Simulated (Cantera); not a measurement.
A perfectly stirred reactor is fed with C₂H₆ : N₂ = 1 : 4.6 (molar parts), at 13300 Pa; it is held at 1400 K, and followed from long to short residence time.

Cantera simulation using GRI-Mech 3.0 (53 species, 325 reactions); the numbers are that mechanism's predictions, not measurements. GRI-Mech 3.0 stops at C3 and has no aromatics, soot or wall deposition, so with more carbon than oxygen in the feed, carbon stays in small species such as C2H2 where larger ones or solid carbon would form.

x: mole fraction; the columns are a selection and need not sum to one.

```json
[
 {"τ (s)": "21", "x C₂H₆": "5.82e-5", "x CH₃": "…", "x H": "1.30e-5", "x C₂H": "6.64e-9", "x CH₄": "0.0304"},
 {"τ (s)": "8.1", "x C₂H₆": "0.000115", "x CH₃": "…", "x H": "1.72e-5", "x C₂H": "8.80e-9", "x CH₄": "0.0314"},
 {"τ (s)": "3.2", "x C₂H₆": "0.000225", "x CH₃": "…", "x H": "2.26e-5", "x C₂H": "1.15e-8", "x CH₄": "0.0327"},
 {"τ (s)": "1.2", "x C₂H₆": "0.000467", "x CH₃": "…", "x H": "2.95e-5", "x C₂H": "1.50e-8", "x CH₄": "0.0352"},
 {"τ (s)": "0.49", "x C₂H₆": "0.000931", "x CH₃": "…", "x H": "3.64e-5", "x C₂H": "1.85e-8", "x CH₄": "0.0385"},
 {"τ (s)": "0.19", "x C₂H₆": "0.00199", "x CH₃": "…", "x H": "4.41e-5", "x C₂H": "2.20e-8", "x CH₄": "0.0428"},
 {"τ (s)": "0.075", "x C₂H₆": "0.00430", "x CH₃": "…", "x H": "5.13e-5", "x C₂H": "2.44e-8", "x CH₄": "0.0469"},
 {"τ (s)": "0.029", "x C₂H₆": "0.00971", "x CH₃": "…", "x H": "5.72e-5", "x C₂H": "2.44e-8", "x CH₄": "0.0493"},
 {"τ (s)": "0.011", "x C₂H₆": "0.0226", "x CH₃": "…", "x H": "5.94e-5", "x C₂H": "2.01e-8", "x CH₄": "0.0469"},
 {"τ (s)": "0.0045", "x C₂H₆": "0.0476", "x CH₃": "…", "x H": "5.64e-5", "x C₂H": "1.30e-8", "x CH₄": "0.0375"},
 {"τ (s)": "0.0018", "x C₂H₆": "0.0887", "x CH₃": "…", "x H": "4.92e-5", "x C₂H": "6.29e-9", "x CH₄": "0.0226"}
]
```

Problem. Complete the blanks.

Solution. 
- 21, x CH₃: 3.55e-5
- 8.1, x CH₃: 4.90e-5
- 3.2, x CH₃: 6.80e-5
- 1.2, x CH₃: 9.78e-5
- 0.49, x CH₃: 0.000138
- 0.19, x CH₃: 0.000202
- 0.075, x CH₃: 0.000297
- 0.029, x CH₃: 0.000446
- 0.011, x CH₃: 0.000684
- 0.0045, x CH₃: 0.000989
- 0.0018, x CH₃: 0.00131
